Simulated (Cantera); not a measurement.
## Si₃N₄ + H₂O (nitride etching)

Input: 1 mol Si₃N₄, 2.4 mol H₂O, held at 3.80 Pa.

These are equilibrium values from Cantera (NASA tables, ideal gas, pure condensed phases), not measurements of a reactor. Candidate condensed phases: H₂O, Si, SiO₂, Si₂N₂O, Si₃N₄; 35 gas species. Mutual solubility and eutectic melting of coexisting phases are not modelled. The tables' values for SiN are old estimates; treat these amounts as uncertain. The tables hold silica as quartz up to 1696 K and as liquid above; real silica turns to tridymite and cristobalite and melts near 1996 K. The numbers say what is thermodynamically allowed, not how fast it happens.

```
T (°C)  log p H₂  log p SiO  log p N₂  log p Si  log p H  log p Si₂  log p SiH  n SiO₂(β-quartz)  n Si₂N₂O(s)  n Si(s)  n Si(l)
------  --------  ---------  --------  --------  -------  ---------  ---------  ----------------  -----------  -------  -------
600        -4.55       <-16     -5.02      <-16   -12.60       <-16       <-16             0.600         1.20        0        0
700        -4.55     -13.54     -5.02      <-16   -11.24       <-16       <-16             0.600         1.20        0        0
800        -4.55     -10.99     -5.02      <-16   -10.13       <-16       <-16             0.600         1.20        0        0
900        -4.55      -8.88     -5.02      <-16    -9.20       <-16       <-16             0.600         1.20        0        0
1000       -4.55      -7.11     -5.02    -14.13    -8.42       <-16     -15.42             0.598         1.20        0        0
1100       -4.59      -5.60     -5.02    -11.83    -7.77       <-16     -13.37             0.522         1.12        0        0
1200       -4.79      -4.91     -5.02     -9.24    -7.29     -13.19     -11.08                 0        0.600        0        0
1300       -4.88      -4.87     -4.95     -7.26    -6.83      -9.94      -9.32                 0            0    0.590        0
1400       -4.89      -4.88     -4.96     -6.38    -6.39      -8.79      -8.59                 0            0    0.522        0
1500       -4.92      -4.90     -4.98     -5.67    -6.01      -7.93      -8.04                 0            0        0    0.180
```
log p: log10 of the partial pressure in bar; n: condensed amount in mol.

From 600 °C to 1100 °C the condensed part is SiO₂(β-quartz) + Si₂N₂O(s). At 1200 °C the condensed part is Si₂N₂O(s). From 1300 °C to 1400 °C the condensed part is Si(s). At 1500 °C the condensed part is Si(l).
